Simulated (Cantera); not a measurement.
What does this Cantera script print?

```python
import numpy as np
import cantera as ct

gas = ct.Solution("gri30.yaml")
gas.TPX = 400, 100000, {'CH3OH': 1, 'O2': 1, 'N2': 3.76, 'H2O': 0.17}
flame = ct.FreeFlame(gas, width=0.04)
flame.set_refine_criteria(ratio=3, slope=0.08, curve=0.16)
flame.transport_model = "mixture-averaged"
flame.solve(loglevel=0, auto=True)
z, T = flame.grid, flame.T
thick = (T[-1] - T[0]) / np.gradient(T, z).max()
show = ['CH3OH', 'O2', 'H2O', 'CH2O', 'C2H2', 'CH2CO']
print(f"laminar burning velocity  {flame.velocity[0] * 100:.3f} cm/s")
print(f"burnt temperature         {T[-1]:.1f} K")
print(f"thermal thickness         {thick * 1e3:.4f} mm")
print(f"grid points               {len(z)}")
z0 = z[flame.heat_release_rate.argmax()]
print(f"{'z/mm':>9s}{'T/K':>9s}{'u/(m/s)':>9s}" + "".join(f"{s:>11s}" for s in show))
rows = []
for k in (-3, -2, -1.5, -1, -0.5, -0.25, 0, 0.25, 0.5, 1, 2, 4, 8):
    zz = z0 + k * thick
    rows.append([k * thick, np.interp(zz, z, T), np.interp(zz, z, flame.velocity),
                 *(np.interp(zz, z, flame.X[gas.species_index(s)]) for s in show)])
    print(f"{rows[-1][0] * 1e3:9.3f}{rows[-1][1]:9.1f}{rows[-1][2]:9.3f}" + "".join(f"{x:11.3e}" for x in rows[-1][3:]))
```

Result:

```
laminar burning velocity  66.025 cm/s
burnt temperature         1991.6 K
thermal thickness         0.2891 mm
grid points               132
     z/mm      T/K  u/(m/s)      CH3OH         O2        H2O       CH2O       C2H2      CH2CO
   -0.867    400.3    0.664  1.679e-01  1.678e-01  2.860e-02  4.846e-07  1.242e-10  9.669e-11
   -0.578    404.3    0.676  1.665e-01  1.662e-01  2.910e-02  1.098e-05  2.557e-09  2.853e-09
   -0.434    419.4    0.707  1.643e-01  1.636e-01  3.130e-02  6.729e-05  1.473e-08  2.097e-08
   -0.289    512.3    0.884  1.559e-01  1.542e-01  4.472e-02  6.689e-04  1.348e-07  2.811e-07
   -0.145    905.4    1.642  1.139e-01  1.180e-01  9.926e-02  5.528e-03  1.077e-06  3.235e-06
   -0.072   1260.5    2.378  6.419e-02  8.226e-02  1.481e-01  1.142e-02  2.392e-06  8.173e-06
    0.000   1616.7    3.174  1.100e-02  4.455e-02  2.005e-01  8.058e-03  4.617e-06  1.573e-05
    0.072   1750.8    3.468  1.935e-04  2.255e-02  2.280e-01  4.202e-04  4.754e-06  4.785e-06
    0.145   1792.1    3.540  9.497e-07  1.038e-02  2.391e-01  7.872e-06  1.934e-06  3.929e-07
    0.289   1833.2    3.599  1.029e-08  2.577e-03  2.424e-01  1.947e-07  1.668e-07  5.559e-09
    0.578   1872.3    3.656  3.782e-11  8.392e-04  2.402e-01  2.932e-09  3.015e-09  4.890e-11
    1.156   1910.7    3.720  5.217e-14  4.436e-04  2.412e-01  2.089e-09  1.562e-11  2.176e-13
    2.313   1944.7    3.778  2.294e-14  1.986e-04  2.437e-01  2.088e-09  3.129e-14  3.371e-15
```

Cantera simulation using GRI-Mech 3.0 (53 species, 325 reactions); the numbers are that mechanism's predictions, not measurements. GRI-Mech 3.0 was tuned for natural gas; its chemistry of methanol as a main component is partial and can be far from experiment. Burning velocities carry a grid error of a few per cent, more on coarse grids.
